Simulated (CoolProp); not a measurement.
A single-stage vapour-compression cycle with nitrous oxide: evaporating at 227.15 K (dew point), condensing at 277.15 K (bubble point), superheat 10 K, subcooling 2 K, compressor efficiency 0.75, no pressure losses. Each further row changes one setting.

Computed with CoolProp (reference Helmholtz-energy equation of state, Lemmon 2006). It is a short technical equation, of lower accuracy than the large ones.

| case | cooling COP | pressure ratio | discharge temperature (K) | refrigerating effect (kJ/kg) | volumetric capacity (kJ/m³) |
|---|---|---|---|---|---|
| as stated | ___ | 4.58 | 361.1 | 235 | 4360 |
| evaporating temperature 232.15 K | 2.81 | 3.81 | 351.1 | 237 | 5240 |
| condensing temperature 272.15 K | ___ | ___ | ___ | 246 | 4560 |
| subcooling 7 K | 2.53 | 4.58 | 361.1 | 246 | 4560 |
| superheat 20 K | ___ | 4.58 | 375.1 | 245 | 4290 |
| compressor efficiency 0.65 | 2.10 | 4.58 | 374.9 | 235 | 4360 |

Question: Fill in the missing entries.

Answer: 
- as stated, cooling COP: 2.42
- condensing temperature 272.15 K, cooling COP: 2.80
- condensing temperature 272.15 K, pressure ratio: 4.03
- condensing temperature 272.15 K, discharge temperature (K): 349.6
- superheat 20 K, cooling COP: 2.38
